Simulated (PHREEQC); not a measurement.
Ultrapure water in contact with air or piping (model solution)

Synthetic water in mmol/kgw, 25 °C, pH 6.45, pe 10.2:

| constituent | mmol/kgw |
|---|---|
| Na | 0.00244 |
| K | 9.96e-05 |
| Ca | 0.00552 |
| Mg | 0.000586 |
| Cl | 0.00446 |
| S(6) | 0.00136 |
| Alkalinity (meq/kgw) | 0.00744 |
| Cd | 0.00034 |
| F | 3.18e-06 |
| Sr | 2.36e-05 |
| Ni | 4.46e-05 |

Valence states are taken as typed.

All values are PHREEQC results (ion-association model, wateq4f.dat), not measurements.

| Quantity | Result |
|---|---|
| ionic strength | 2.33e-5 mol/kgw |
| charge-balance error | 3.1 % |

```tsv
species	molality	activity	log γ
HCO3-	7.76e-6	7.72e-6	-0.002
CO2	6.16e-6	6.16e-6	0.000
Ca+2	5.52e-6	5.40e-6	-0.010
Cl-	4.46e-6	4.43e-6	-0.002
Na+	2.44e-6	2.43e-6	-0.002
SO4-2	1.36e-6	1.33e-6	-0.010
Mg+2	5.86e-7	5.73e-7	-0.010
H+	3.57e-7	3.55e-7	-0.002
Cd+2	3.40e-7	3.32e-7	-0.010
K+	9.96e-8	9.90e-8	-0.002
Ni+2	4.42e-8	4.32e-8	-0.010
OH-	2.84e-8	2.82e-8	-0.002
Sr+2	2.36e-8	2.31e-8	-0.010
F-	3.18e-9	3.16e-9	-0.002
CaSO4	1.43e-9	1.43e-9	0.000
CO3-2	1.04e-9	1.02e-9	-0.010
```

This is a speciation only: nothing precipitates in the calculation. Species that the database lacks are ignored.
